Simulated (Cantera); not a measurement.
# N2O furnace oxynitridation

A perfectly stirred reactor is fed with N2O : H2 : N2 = 1 : 0.0073 : 2.9 (molar parts), at 77000 Pa; it is held at 1448 K, and followed from long to short residence time.

Detailed kinetics in Cantera: GRI-Mech 3.0 (53 species, 325 reactions). GRI-Mech 3.0 was tuned for natural gas; its chemistry of N2O as a main component is partial and can be far from experiment. The temperature is held fixed by assumption; the heat of reaction is taken as removed at once.

```json
[
 {"τ (s)": "0.64", "x N2O": "0.0202", "x H2": "3.19e-6", "x N2": "0.861", "x NO": "0.0258", "x OH": "2.74e-5", "x H": "6.92e-8", "x O2": "0.0907"},
 {"τ (s)": "0.26", "x N2O": "0.0411", "x H2": "6.49e-6", "x N2": "0.848", "x NO": "0.0285", "x OH": "3.23e-5", "x H": "1.03e-7", "x O2": "0.0801"},
 {"τ (s)": "0.11", "x N2O": "0.0750", "x H2": "1.31e-5", "x N2": "0.830", "x NO": "0.0273", "x OH": "3.72e-5", "x H": "1.41e-7", "x O2": "0.0656"},
 {"τ (s)": "0.043", "x N2O": "0.127", "x H2": "2.93e-5", "x N2": "0.804", "x NO": "0.0212", "x OH": "4.31e-5", "x H": "1.91e-7", "x O2": "0.0457"},
 {"τ (s)": "0.017", "x N2O": "0.180", "x H2": "6.50e-5", "x N2": "0.779", "x NO": "0.0129", "x OH": "4.99e-5", "x H": "2.76e-7", "x O2": "0.0264"},
 {"τ (s)": "0.0071", "x N2O": "0.216", "x H2": "0.000135", "x N2": "0.762", "x NO": "0.00665", "x OH": "5.76e-5", "x H": "4.40e-7", "x O2": "0.0134"},
 {"τ (s)": "0.0029", "x N2O": "0.237", "x H2": "0.000272", "x N2": "0.752", "x NO": "0.00299", "x OH": "6.65e-5", "x H": "7.93e-7", "x O2": "0.00604"},
 {"τ (s)": "0.0012", "x N2O": "0.247", "x H2": "0.000511", "x N2": "0.747", "x NO": "0.00127", "x OH": "7.50e-5", "x H": "1.45e-6", "x O2": "0.00258"}
]
```
x: mole fraction; the columns are a selection and need not sum to one.
